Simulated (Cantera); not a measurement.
Source: NASA polynomial tables (part measured, part estimated), evaluated in Cantera. Values are per mole of reaction as written; species without (g) are pure solids or liquids, kept so even where they would boil at 1 bar. ZrN: taken at fixed stoichiometry.

**Question.** Between 300 and 2473 K, where is each reaction favourable under standard conditions?
- 5 H2O(g) + 2 ZrO2 + N2O(g) → 2 ZrN + 5 H2O2(g)

**Answer.** 
- 5 H2O(g) + 2 ZrO2 + N2O(g) → 2 ZrN + 5 H2O2(g): ΔG° is 1915 kJ at 300 K and 1972 kJ at 2473 K; it stays positive (K < 1). ΔH° is 1917 kJ and ΔS° -22 J/K at 2473 K.
